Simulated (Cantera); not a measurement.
An isothermal, constant-pressure homogeneous reactor starts with NO : N₂ = 1 : 0.74 (molar parts), at 1925 K and 0.434 atm.

Detailed kinetics in Cantera: GRI-Mech 3.0 (53 species, 325 reactions).

x: mole fraction; the columns are a selection and need not sum to one.

| t (s) | x NO | x O₂ | x NO₂ | x O | x N₂ |
|---|---|---|---|---|---|
| 4.00e-6 | 0.575 | 2.00e-10 | 8.15e-9 | ___ | 0.425 |
| 1.53e-5 | 0.575 | 2.83e-9 | 1.13e-7 | ___ | 0.425 |
| 5.87e-5 | 0.575 | 3.76e-8 | 1.38e-6 | ___ | 0.425 |
| 0.000225 | 0.575 | 4.96e-7 | 1.18e-5 | ___ | 0.425 |
| 0.000862 | 0.575 | 9.92e-6 | 6.03e-5 | ___ | 0.425 |
| 0.00330 | 0.574 | 0.000188 | 0.000135 | ___ | 0.426 |
| 0.0126 | 0.572 | 0.00119 | 0.000150 | ___ | 0.427 |
| 0.0485 | 0.564 | 0.00507 | 0.000176 | ___ | 0.430 |
| 0.186 | 0.535 | 0.0197 | 0.000242 | ___ | 0.445 |
| 0.711 | 0.436 | 0.0690 | 0.000333 | ___ | 0.495 |
| 2.73 | 0.216 | 0.179 | 0.000260 | ___ | 0.604 |
| 10.4 | 0.0380 | 0.268 | 5.59e-5 | 0.000289 | 0.694 |
| 40.0 | 0.00772 | 0.283 | 1.17e-5 | 0.000297 | 0.709 |

Some entries are withheld; supply them.


- 4.00e-6, x O: 3.76e-7
- 1.53e-5, x O: 1.36e-6
- 5.87e-5, x O: 4.35e-6
- 0.000225, x O: 1.10e-5
- 0.000862, x O: 2.90e-5
- 0.00330, x O: 5.46e-5
- 0.0126, x O: 6.02e-5
- 0.0485, x O: 6.96e-5
- 0.186, x O: 9.69e-5
- 0.711, x O: 0.000156
- 2.73, x O: 0.000239
